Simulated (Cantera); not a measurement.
A perfectly stirred reactor is fed with 6.54 % C₂H₆, 17.6 % O₂, 66.1 % N₂, 9.81 % H₂O, at 4.93 atm; it is adiabatic with a 423 K inlet, and is followed from long to short residence time, starting on the burning branch (τ in s: 0.16, 0.075, 0.036, 0.017, 0.0082, 0.0039, 0.0019, 0.0009, 0.00043, 0.00021, 9.8e-05, 4.7e-05).

Detailed kinetics in Cantera: GRI-Mech 3.0 (53 species, 325 reactions).

x: mole fraction; the columns are a selection and need not sum to one.

```tsv
τ (s)	T (K)	x C₂H₆	x O₂	x H₂O	x C₂H₄	x C₂H	x N₂O	x HCN
0.16	2037	2.80e-7	4.75e-5	0.229	7.68e-7	6.01e-9	?	2.80e-6
0.075	2036	5.81e-7	8.87e-5	0.229	1.62e-6	1.30e-8	?	5.42e-6
0.036	2035	1.17e-6	0.000160	0.229	3.29e-6	2.68e-8	?	9.53e-6
0.017	2033	2.35e-6	0.000285	0.229	6.63e-6	5.42e-8	?	1.54e-5
0.0082	2030	4.52e-6	0.000481	0.229	1.25e-5	1.02e-7	?	2.25e-5
0.0039	2025	8.53e-6	0.000792	0.229	2.27e-5	1.84e-7	?	3.08e-5
0.0019	2018	1.56e-5	0.00127	0.229	3.94e-5	3.07e-7	?	3.98e-5
0.00090	2005	2.95e-5	0.00214	0.229	7.04e-5	4.97e-7	?	4.89e-5
0.00043	1984	5.86e-5	0.00376	0.229	0.000133	7.54e-7	5.80e-8	5.34e-5
0.00021	1943	0.000132	0.00723	0.228	0.000293	1.02e-6	5.78e-8	4.43e-5
9.8e-5	423	0.0654	0.176	0.0981	<1e-12	<1e-12	<1e-12	<1e-12
4.7e-5	423	0.0654	0.176	0.0981	<1e-12	<1e-12	<1e-12	<1e-12
```

Complete the blanks.


- 0.16, x N₂O: 4.48e-9
- 0.075, x N₂O: 6.33e-9
- 0.036, x N₂O: 9.12e-9
- 0.017, x N₂O: 1.35e-8
- 0.0082, x N₂O: 1.98e-8
- 0.0039, x N₂O: 2.88e-8
- 0.0019, x N₂O: 3.96e-8
- 0.00090, x N₂O: 5.10e-8
